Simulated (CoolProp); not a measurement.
Vapour-liquid equilibrium of ethylene (1) + propane (2) at -13.95 °C; x and y are mole fractions of (1).

Model: multi-fluid Helmholtz-energy mixture model, Smukala 2000 and Lemmon 2009; pair parameters Bell 2016, in CoolProp.

```json
[
 {"x": "0.05", "bubble pressure, mixture model (MPa)": "0.4213", "bubble pressure, Raoult's law (MPa)": "0.4345", "y, mixture model": "0.295", "y, Raoult's law": "0.339"},
 {"x": "0.2", "bubble pressure, mixture model (MPa)": "0.7857", "bubble pressure, Raoult's law (MPa)": "0.8308", "y, mixture model": "0.650", "y, Raoult's law": "0.709"},
 {"x": "0.35", "bubble pressure, mixture model (MPa)": "1.153", "bubble pressure, Raoult's law (MPa)": "1.227", "y, mixture model": "0.784", "y, Raoult's law": "0.840"},
 {"x": "0.5", "bubble pressure, mixture model (MPa)": "1.522", "bubble pressure, Raoult's law (MPa)": "1.624", "y, mixture model": "0.857", "y, Raoult's law": "0.907"},
 {"x": "0.65", "bubble pressure, mixture model (MPa)": "1.898", "bubble pressure, Raoult's law (MPa)": "2.020", "y, mixture model": "0.907", "y, Raoult's law": "0.948"},
 {"x": "0.8", "bubble pressure, mixture model (MPa)": "2.300", "bubble pressure, Raoult's law (MPa)": "2.416", "y, mixture model": "0.947", "y, Raoult's law": "0.975"},
 {"x": "0.95", "bubble pressure, mixture model (MPa)": "2.765", "bubble pressure, Raoult's law (MPa)": "2.813", "y, mixture model": "0.986", "y, Raoult's law": "0.995"}
]
```

The largest gap from Raoult's law is -6.3 % in bubble pressure, at x = 0.5. No azeotrope shows between x = 0.05 and 0.95.

The pair parameters rest on a limited set of measurements; away from them the model extrapolates.
